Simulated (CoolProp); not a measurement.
Properties of benzene along the isobar 3.37 MPa (Tc = 562.0 K, pc = 4.906 MPa, ω = 0.211).

Values from CoolProp's reference Helmholtz-energy equation of state, Thol 2012.

```tsv
T (K)	phase	Z	cp (kJ/(kg K))	expansivity (1/kK)	viscosity (µPa s)	conductivity (mW/(m K))
321.6	liquid	0.1156	1.797	1.247	460	135
331.7	liquid	0.1135	1.828	1.274	411	132
341.9	liquid	0.1116	1.860	1.304	369	129
352	liquid	0.1098	1.893	1.338	334	126
362.1	liquid	0.1083	1.927	1.375	303	123
372.2	liquid	0.1068	1.961	1.417	276	120
382.3	liquid	0.1055	1.996	1.463	253	117
392.5	liquid	0.1043	2.033	1.516	231	114
402.6	liquid	0.1033	2.070	1.575	213	111
```

Viscosity comes from a separate model (Avgeri 2014). Thermal conductivity comes from a separate model (Assael 2012).
